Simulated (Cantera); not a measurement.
Feed: 1 mol HMDSO, 2.1 mol O₃, 37 mol N₂, equilibrated at 1173 K and 7700 Pa.

Equilibrium computed with Cantera from the NASA thermochemical tables; the gas is ideal and each condensed phase is pure. Candidate condensed phases: C, C₆H₆, C₇H₈, C₈H₁₈, H₂O, Si, SiC, SiO₂, Si₂N₂O, Si₃N₄; 151 gas species. The feed counts by its element totals alone. The tables hold silica as quartz up to 1696 K and as liquid above; real silica turns to tridymite and cristobalite and melts near 1996 K. Kinetics and transport are ignored.

Base state: N₂ 0.751, H₂ 0.182, CO 0.0669, CH₄ 4.99e-5, H₂O 3.34e-5, HCN 2.03e-5 (mole fractions); condensed: C(graphite) + SiO₂(β-quartz).

Problem. What changes in the equilibrium state with this change: O₃ from 2.1 to 0.056 mol?

Solution. 
```csv
species,before,after
N₂,0.751,0.797
H₂,0.182,0.199
CO,0.0669,0.00372
H₂O,3.34e-5,2.02e-6
CH₄,4.99e-5,5.94e-5
HCN,2.03e-5,2.19e-5
"C(graphite), mol",2.70,5.83
"SiO₂(β-quartz), mol",2.00,0
"Si₂N₂O(s), mol",0,1.00
```
N₂ is the only nitrogen source here; it is nearly inert below about 1500 K, so the nitride shown seldom forms there in practice.

Problem. What changes in the equilibrium state with this change: O₃ from 2.1 to 0.36 mol?

Solution. 
```tsv
species	before	after
N₂	0.751	0.781
H₂	0.182	0.195
CO	0.0669	0.0234
H₂O	3.34e-5	1.25e-5
CH₄	4.99e-5	5.71e-5
HCN	2.03e-5	2.14e-5
C(graphite), mol	2.70	4.92
SiO₂(β-quartz), mol	2.00	0
Si₂N₂O(s), mol	0	1.00
```
N₂ is the only nitrogen source here; it is nearly inert below about 1500 K, so the nitride shown seldom forms there in practice.
